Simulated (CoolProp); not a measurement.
Saturation properties of R141b (Tc = 204.4 °C, pc = 4.212 MPa, ω = 0.220).

Values from CoolProp's reference Helmholtz-energy equation of state, Lemmon 2006. It is a short technical equation, of lower accuracy than the large ones.

| T (°C) | p (MPa) | liquid cp (kJ/(kg K)) | vapour Z |
|---|---|---|---|
| 4.35 | ? | 1.129 | 0.9813 |
| 26.35 | ? | 1.156 | 0.9660 |
| 48.45 | 0.1743 | 1.189 | 0.9438 |
| 70.45 | 0.3290 | ? | 0.9141 |
| 92.45 | 0.5701 | 1.279 | 0.8756 |
| 114.45 | 0.9231 | 1.342 | 0.8273 |
| 136.45 | ? | 1.430 | 0.7669 |
| 158.55 | 2.081 | 1.577 | 0.6895 |
| 180.55 | 2.953 | 1.932 | 0.5842 |

### Question
Fill in the missing entries.

### Answer

- 4.35, p (MPa): 0.03414
- 26.35, p (MPa): 0.08258
- 70.45, liquid cp (kJ/(kg K)): 1.229
- 136.45, p (MPa): 1.416

It boils at 32.0 °C under 1 atm.
